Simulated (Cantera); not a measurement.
# NO annealing gas

An isothermal, constant-pressure homogeneous reactor starts with 75.8 % NO, 24.2 % N2, at 1975 K and 12.8 Torr.

Computed with Cantera and GRI-Mech 3.0 (53 species, 325 reactions). Radical loss at walls, strong at low pressure, is not modelled.

```
t (s)       x NO      x O2     x N2O   x N2    x NO2       x O
--------  ------  --------  --------  -----  -------  --------
0.000400   0.758   1.31e-8   3.75e-6  0.242  1.44e-8   3.78e-6
0.000987   0.758   8.00e-8   9.14e-6  0.242  8.36e-8   9.38e-6
0.00243    0.758   4.96e-7   2.20e-5  0.242  4.64e-7   2.34e-5
0.00600    0.757   3.18e-6   5.08e-5  0.242  2.27e-6   5.97e-5
0.0148     0.757   2.25e-5  0.000107  0.242  8.40e-6  0.000156
0.0365     0.757  0.000169  0.000180  0.243  1.90e-5  0.000376
0.0900     0.755  0.000973  0.000204  0.244  2.63e-5  0.000616
0.222      0.749   0.00353  0.000194  0.246  3.09e-5  0.000695
0.548      0.736    0.0101  0.000182  0.253  3.95e-5  0.000782
1.35       0.701    0.0274  0.000155  0.270  5.61e-5  0.000966
3.33       0.611    0.0724  0.000105  0.315  7.95e-5   0.00132
8.22       0.405     0.175   3.96e-5  0.418  8.43e-5   0.00186
20.3       0.135     0.310   3.90e-6  0.553  3.81e-5   0.00239
50.0      0.0243     0.365   1.60e-7  0.608  7.50e-6   0.00257
```
x: mole fraction; the columns are a selection and need not sum to one.

Equilibrium at this temperature and pressure: NO 0.00845, O2 0.373, N2O 5.49e-8, N2 0.616, NO2 2.64e-6, O 0.00260 (gas phase only).
